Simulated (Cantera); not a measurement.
Gas mixture: 68.6 % NO, 31.4 % CO2, at 750 Torr, frozen composition.

Cantera's kinetic-theory transport with the Lennard-Jones parameters of GRI-Mech 3.0, ideal gas; thermal conductivity in the mixture-averaged form. The composition is frozen, though it would react at the higher temperatures.

D: mixture-averaged diffusion coefficient of that species in the mixture.

```
T (K)  ρ (kg/m³)  cp (J/kg/K)  μ (µPa s)  λ (mW/m/K)     Pr  D (cm²/s) O  D (cm²/s) CH4  D (cm²/s) H2
-----  ---------  -----------  ---------  ----------  -----  -----------  -------------  ------------
400         1.03        974.2       21.9        30.0  0.710          [?]          0.346          1.22
600        0.690         1055       29.7        43.8  0.715          [?]          0.703          2.42
800        0.517         1123       36.4        56.8  0.719          [?]           1.15          3.91
1000       0.414         1174       42.3        68.8  0.722          [?]           1.68          5.67
1200       0.345         1208       47.9        80.1  0.722          [?]           2.27          7.68
1400       0.296         1234       53.0        90.6  0.722          [?]           2.94          9.91
```

Problem. Fill in the missing entries.

Solution. 
- 400, D (cm²/s) O: 0.497
- 600, D (cm²/s) O: 0.996
- 800, D (cm²/s) O: 1.62
- 1000, D (cm²/s) O: 2.35
- 1200, D (cm²/s) O: 3.19
- 1400, D (cm²/s) O: 4.12
